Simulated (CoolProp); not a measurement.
A single-stage vapour-compression cycle with R125: evaporating at 223.15 K (dew point), condensing at 289.15 K (bubble point), superheat 2 K, subcooling 0 K, compressor efficiency 0.6, no pressure losses. Each further row changes one setting.

Values from CoolProp's reference Helmholtz-energy equation of state, Lemmon 2005.

```
case                              cooling COP  pressure ratio  discharge temperature (K)  refrigerating effect (kJ/kg)  volumetric capacity (kJ/m³)
--------------------------------  -----------  --------------  -------------------------  ----------------------------  ---------------------------
as stated                                1.31            11.7                      324.9                          87.1                          535
evaporating temperature 228.15 K         1.51            9.17                      320.9                          90.0                          696
condensing temperature 284.15 K          1.50            10.2                      318.8                          93.7                          576
subcooling 5 K                           1.41            11.7                      324.9                          93.7                          576
superheat 12 K                           1.35            11.7                      336.3                          94.1                          550
compressor efficiency 0.5                1.10            11.7                      339.1                          87.1                          535
```
